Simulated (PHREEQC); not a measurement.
# Leach liquor: speciation

Solution (83 °C): 66 mmol/kgw HCl, 140 mmol/kgw NiSO4 and 16 mmol/kgw Na2SO4. Closed to the air; pH follows from the charge balance.

Model: ion-association model, wateq4f.dat, run in PHREEQC.

Each row changes one thing in this solution. Precipitation was switched off in this run.

```csv
case,pH,ionic strength (mol/kgw),Ni+2 (mol/kgw),Cl- (mol/kgw),HSO4- (mol/kgw),NiSO4 (mol/kgw),SI of Morenosite (NiSO4:7H2O),SI of Halite (NaCl)
as made,2.06,0.342,0.0837,0.0625,0.0544,0.0530,-1.72,-4.77
NiSO4 from 0.14 to 0.07 mol/kgw,1.82,0.222,(withheld),0.0636,0.0466,0.0181,-2.20,-4.72
Na2SO4 from 0.016 to 0.0176 mol/kgw,2.06,0.345,0.0833,0.0625,(withheld),0.0534,-1.72,-4.73
diluted 100-fold with water,3.35,0.00556,0.00119,0.000659,0.000176,0.000204,-4.15,-8.45
NiSO4 from 0.14 to 0.126 mol/kgw,2.02,0.319,0.0776,0.0627,0.0535,0.0454,-1.79,-4.76
0.0078 mol/kgw CdSO4 added,2.08,0.350,0.0824,0.0590,(withheld),0.0545,-1.71,-4.80
```

Fill in the missing entries.


- NiSO4 from 0.14 to 0.07 mol/kgw, Ni+2 (mol/kgw): 0.0497
- Na2SO4 from 0.016 to 0.0176 mol/kgw, HSO4- (mol/kgw): 0.0546
- 0.0078 mol/kgw CdSO4 added, HSO4- (mol/kgw): 0.0549

Away from 25 °C the constants follow the database's enthalpies or fits; those with neither stay at their 25 °C values.
